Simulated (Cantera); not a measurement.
Source: NASA polynomial tables (part measured, part estimated), evaluated in Cantera. Values are per mole of reaction as written; species without (g) are pure solids or liquids, kept so even where they would boil at 1 bar.

Question: Between 600 and 1125 K, where is each reaction favourable under standard conditions?
- 2 Li(g) + F2(g) + 2 HCl(g) → 2 LiCl + 2 HF(g)
- LiCl(g) → Cl(g) + Li

Answer: 
- 2 Li(g) + F2(g) + 2 HCl(g) → 2 LiCl + 2 HF(g): ΔG° is -1266 kJ at 600 K and -1091 kJ at 1125 K; it stays negative (K > 1). ΔH° is -1425 kJ and ΔS° -297 J/K at 1125 K.
- LiCl(g) → Cl(g) + Li: ΔG° is 325 kJ at 600 K and 323 kJ at 1125 K; it stays positive (K < 1). ΔH° is 332 kJ and ΔS° 8 J/K at 1125 K.
